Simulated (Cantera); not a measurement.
Feed: 1 mol TEOS, 13 mol CO2, equilibrated at 975 K and 1300 Pa.

Equilibrium computed with Cantera from the NASA thermochemical tables; the gas is ideal and each condensed phase is pure. Candidate condensed phases: C, C6H6, C7H8, C8H18, H2O, Si, SiC, SiO2; 123 gas species. The feed counts by its element totals alone. Rates play no part.

Task: What is the equilibrium state?

Result: 
- x(CO) = 0.507
- x(H2) = 0.267
- x(CO2) = 0.170
- x(H2O) = 0.0559
- x(CH4) = 2.20e-6
- n(SiO2(β-quartz)) = 1.00 mol
- gas amount = 31.00 mol
- log10 activity of C(graphite) (absent) = -1.72
- log10 activity of Si(s) (absent) = -17.21
